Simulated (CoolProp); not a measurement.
Properties of hydrogen chloride along the isotherm 56.95 °C.

The numbers come from the reference Helmholtz-energy equation of state, Thol 2018 in CoolProp.

```json
[
 {"p (kPa)": "65.7", "phase": "gas", "Z": "0.9972", "speed of sound (m/s)": "324.0", "fugacity coefficient": "0.9972"},
 {"p (kPa)": "150", "phase": "gas", "Z": "0.9936", "speed of sound (m/s)": "323.4", "fugacity coefficient": "0.9936"},
 {"p (kPa)": "340", "phase": "gas", "Z": "0.9854", "speed of sound (m/s)": "321.9", "fugacity coefficient": "0.9855"},
 {"p (kPa)": "775", "phase": "gas", "Z": "0.9663", "speed of sound (m/s)": "318.5", "fugacity coefficient": "0.9671"},
 {"p (kPa)": "1760", "phase": "gas", "Z": "0.9216", "speed of sound (m/s)": "310.5", "fugacity coefficient": "0.9261"},
 {"p (kPa)": "4010", "phase": "gas", "Z": "0.8088", "speed of sound (m/s)": "291.0", "fugacity coefficient": "0.8350"},
 {"p (kPa)": "9130", "phase": "supercritical", "Z": "0.3188", "speed of sound (m/s)": "218.5", "fugacity coefficient": "0.6290"},
 {"p (kPa)": "20800", "phase": "supercritical", "Z": "0.3471", "speed of sound (m/s)": "551.2", "fugacity coefficient": "0.3443"}
]
```
